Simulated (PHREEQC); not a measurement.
Dissolve 1.8 mmol/kgw HF, 0.11 mmol/kgw KF and 0.12 mmol/kgw HCl at 25 °C. Closed to the air; pH follows from the charge balance.

Equilibrium calculation in PHREEQC: ion-association model, phreeqc.dat.

```
quantity                    before     after
------------------------  --------  --------
pH                            3.08      4.73
ionic strength (mol/kgw)  0.000981   1.98e-5
HF (mol/kgw)               0.00104   5.15e-7
F- (mol/kgw)              0.000858   1.86e-5
HF2- (mol/kgw)             3.44e-6  3.68e-11
```

Question: What was changed between the two runs?
A. 0.0012 mol/kgw CaBr2 added
B. diluted 100-fold with water
C. diluted 10-fold with water
D. HCl left out
E. temperature from 25 to 55 °C

Answer: B, diluted 100-fold with water

This is a speciation only: nothing precipitates in the calculation.
